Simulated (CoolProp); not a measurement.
Vapour-liquid equilibrium of n-octane (1) + ethylbenzene (2) at 8.02 bar; x and y are mole fractions of (1).

The numbers come from the multi-fluid Helmholtz-energy mixture model, Beckmüller 2019 and Zhou 2012; pair parameters Bell 2016 in CoolProp.

| x | bubble temperature (°C) | y at the bubble point | dew temperature at overall composition x (°C) | liquid density (mol/L) |
|---|---|---|---|---|
| 0.05 | 233.4 | 0.066 | 233.8 | 6.006 |
| 0.15 | 231.1 | 0.187 | 231.8 | 5.799 |
| 0.25 | 229.1 | 0.298 | 229.9 | 5.602 |
| 0.35 | 227.4 | 0.400 | 228.2 | 5.414 |
| 0.45 | 225.9 | 0.497 | 226.6 | 5.236 |
| 0.55 | 224.6 | 0.590 | 225.1 | 5.066 |
| 0.65 | 223.5 | 0.681 | 223.8 | 4.905 |
| 0.75 | 222.5 | 0.771 | 222.7 | 4.752 |
| 0.85 | 221.7 | 0.861 | 221.8 | 4.606 |
| 0.95 | 221.1 | 0.953 | 221.1 | 4.468 |

No azeotrope shows between x = 0.05 and 0.95.

The pair parameters rest on a limited set of measurements; away from them the model extrapolates.
